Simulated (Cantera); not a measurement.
A closed system holds: 1 mol Si, 5.2 mol HBr, 3.1 mol H2, held at 1123.15 K and 49.5 Torr.

Method: chemical equilibrium by Gibbs-energy minimisation in Cantera with the NASA 1993 tables (ideal gas, pure condensed phases). Candidate condensed phases: Br2, Si; 19 gas species. The tables' values for SiBr3 are old estimates; treat these amounts as uncertain. The numbers say what is thermodynamically allowed, not how fast it happens.

Base state: H2 0.684, HBr 0.180, SiBr4 0.125, SiHBr3 0.00483, SiBr2 0.00448, SiBr3 0.00230, SiH2Br2 8.89e-5, Br 2.43e-5 (mole fractions); condensed: gas only.

**Question.** What changes in the equilibrium state with this change: 1 mol N2 added?

**Answer.** 
```csv
species,before,after
HBr,0.180,0.509
H2,0.684,0.411
N2,0,0.0553
SiBr4,0.125,0.0241
SiH2Br2,8.89e-5,7.72e-7
SiBr2,0.00448,6.49e-5
SiHBr3,0.00483,0.000198
"Si3N4(s), mol",0,0.263
```
N2 is the only nitrogen source here; it is nearly inert below about 1500 K, so the nitride shown seldom forms there in practice. Further candidate phases: Si3N4.

**Question.** What changes in the equilibrium state with this change: HBr from 5.2 to 29 mol?

**Answer.** 
```tsv
species	before	after
HBr	0.180	0.804
H2	0.684	0.164
SiBr4	0.125	0.0320
SiH2Br2	8.89e-5	6.56e-8
SiBr2	0.00448	1.38e-5
SiHBr3	0.00483	6.65e-5
```
